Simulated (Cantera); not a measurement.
Cantera with NASA thermochemical tables; ideal gases at 1 bar, condensed phases pure. Values are per mole of reaction as written; species without (g) are pure solids or liquids, kept so even where they would boil at 1 bar.

4 Nb + 3 H2O2(g) + 2 NO(g) → 4 NbO2(g) + 2 NH3(g)

```csv
T (K),ΔH° (kJ),ΔS° (J/K),ΔG° (kJ),log10 K
300,[?],[?],[?],[?]
425,-670.0,193.6,-752.3,92.46
575,[?],[?],[?],[?]
725,-678.8,177.9,-807.8,58.20
875,-683.2,172.4,-834.0,49.79
1025,[?],[?],[?],[?]
1175,[?],[?],[?],[?]
```

Fill in the missing entries.


- 300, ΔH° (kJ): -665.6
- 300, ΔS° (J/K): 206.1
- 300, ΔG° (kJ): -727.4
- 300, log10 K: 126.64
- 575, ΔH° (kJ): -674.5
- 575, ΔS° (J/K): 184.5
- 575, ΔG° (kJ): -780.6
- 575, log10 K: 70.91
- 1025, ΔH° (kJ): -687.9
- 1025, ΔS° (J/K): 167.4
- 1025, ΔG° (kJ): -859.5
- 1025, log10 K: 43.80
- 1175, ΔH° (kJ): -692.9
- 1175, ΔS° (J/K): 162.9
- 1175, ΔG° (kJ): -884.3
- 1175, log10 K: 39.31
